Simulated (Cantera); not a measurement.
Charge: 1 mol Fe3O4, 1300 mol H2, 0.63 mol H2O, equilibrated at 0.0975 Torr.

Method: chemical equilibrium by Gibbs-energy minimisation in Cantera with the NASA 1993 tables (ideal gas, pure condensed phases). Candidate condensed phases: Fe, FeO, Fe(OH)2, Fe(OH)3, Fe2O3, Fe3O4, H2O; 12 gas species. Kinetics and transport are ignored.

**Question.** Which condensed phases are stable at each of these points (T (K)): 1350, 1450, 1550, 1650, 1750, 1850, 1950?

**Answer.** 
```json
[
 {"T (K)": "1350", "condensed phases": "Fe(γ)", "Fe condensed (%)": "98.6"},
 {"T (K)": "1450", "condensed phases": "Fe(γ)", "Fe condensed (%)": "83.3"},
 {"T (K)": "1550", "condensed phases": "gas only", "Fe condensed (%)": "0.0"},
 {"T (K)": "1650", "condensed phases": "gas only", "Fe condensed (%)": "0.0"},
 {"T (K)": "1750", "condensed phases": "gas only", "Fe condensed (%)": "0.0"},
 {"T (K)": "1850", "condensed phases": "gas only", "Fe condensed (%)": "0.0"},
 {"T (K)": "1950", "condensed phases": "gas only", "Fe condensed (%)": "0.0"}
]
```

From 1350 K to 1450 K the condensed part is Fe(γ). From 1550 K to 1950 K nothing is condensed.
